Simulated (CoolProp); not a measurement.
Vapour-liquid equilibrium of R22 (1) + methanol (2) at 10.95 °C; x and y are mole fractions of (1).

Computed with CoolProp (multi-fluid Helmholtz-energy mixture model, Kamei 1995 and de Reuck 1993; pair parameters Bell 2016).

```
x     bubble pressure, mixture model (bar)  bubble pressure, Raoult's law (bar)  y, mixture model  y, Raoult's law
----  ------------------------------------  -----------------------------------  ----------------  ---------------
0.05                                0.6676                               0.4250             0.886            0.824
0.15                                 1.703                                1.118             0.957            0.940
0.25                                 2.574                                1.811             0.973            0.967
0.35                                 3.310                                2.503             0.981            0.980
0.45                                 3.940                                3.196             0.985            0.986
0.55                                 4.491                                3.889             0.988            0.991
0.65                                 4.995                                4.582             0.990            0.994
0.75                                 5.489                                5.274             0.993            0.996
0.85                                 6.016                                5.967             0.995            0.998
0.95                                 6.636                                6.660             0.998            0.999
```

The largest gap from Raoult's law is +57.1 % in bubble pressure, at x = 0.05. No azeotrope shows between x = 0.05 and 0.95.

Pair parameters are fitted to limited data, so mixtures are less certain than the pure fluids. With so large a gap from Raoult's law the liquid may split in two, which this calculation doesn't test in full.
